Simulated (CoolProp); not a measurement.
Vapour-liquid equilibrium of CH2F2 (R32) (1) + R236FA (2) at 424 kPa; x and y are mole fractions of (1).

Model: multi-fluid Helmholtz-energy mixture model, Tillner-Roth 1997 and Pan 2012; pair parameters Bell 2016, in CoolProp.

| x | bubble temperature, mixture model (°C) | bubble temperature, Raoult's law (°C) | y, mixture model | y, Raoult's law |
|---|---|---|---|---|
| 0.05 | 33.2 | 31.9 | 0.186 | 0.238 |
| 0.2 | 18.0 | 16.1 | ? | 0.623 |
| 0.35 | ? | 5.4 | 0.759 | 0.795 |
| 0.5 | -1.9 | -2.5 | ? | 0.885 |
| 0.65 | ? | -8.6 | ? | 0.938 |
| 0.8 | -13.3 | -13.5 | 0.963 | 0.972 |
| 0.95 | ? | -17.6 | ? | 0.994 |

Question: Complete the blanks.

Answer: 
- 0.2, y, mixture model: 0.563
- 0.35, bubble temperature, mixture model (°C): 6.6
- 0.5, y, mixture model: 0.863
- 0.65, bubble temperature, mixture model (°C): -8.2
- 0.65, y, mixture model: 0.923
- 0.95, bubble temperature, mixture model (°C): -17.5
- 0.95, y, mixture model: 0.992

The largest gap from Raoult's law is +1.9 K in bubble temperature, at x = 0.2. No azeotrope shows between x = 0.05 and 0.95.

The pair parameters rest on a limited set of measurements; away from them the model extrapolates.
